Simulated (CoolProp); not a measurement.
A single-stage vapour-compression cycle with hydrogen chloride: evaporating at 228.15 K (dew point), condensing at 277.15 K (bubble point), superheat 10 K, subcooling 8 K, compressor efficiency 0.65, no pressure losses. Each further row changes one setting.

The numbers come from the reference Helmholtz-energy equation of state, Thol 2018 in CoolProp.

| case | cooling COP | pressure ratio | discharge temperature (K) | refrigerating effect (kJ/kg) | volumetric capacity (kJ/m³) |
|---|---|---|---|---|---|
| as stated | 2.31 | 4.50 | 419.2 | 330 | 4230 |
| evaporating temperature 233.15 K | … | 3.75 | 399.1 | 331 | … |
| condensing temperature 272.15 K | … | 3.95 | 400.0 | 339 | 4360 |
| subcooling 13 K | … | 4.50 | 419.2 | 339 | 4360 |
| superheat 20 K | … | 4.50 | … | 340 | 4130 |
| compressor efficiency 0.55 | … | 4.50 | 448.8 | 330 | 4230 |

### Question
Complete the blanks.

### Answer

- evaporating temperature 233.15 K, cooling COP: 2.70
- evaporating temperature 233.15 K, volumetric capacity (kJ/m³): 5060
- condensing temperature 272.15 K, cooling COP: 2.65
- subcooling 13 K, cooling COP: 2.38
- superheat 20 K, cooling COP: 2.25
- superheat 20 K, discharge temperature (K): 439.8
- compressor efficiency 0.55, cooling COP: 1.96
